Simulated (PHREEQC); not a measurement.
Solution (25 °C): 16 mmol/kgw H3BO3. Closed to the air; pH follows from the charge balance.

Model: ion-association model, phreeqc.dat, run in PHREEQC.

No solid was allowed to form.

Q: Predict the pH, ionic strength.

A: pH 5.52; ionic strength 3.04e-6 mol/kgw.
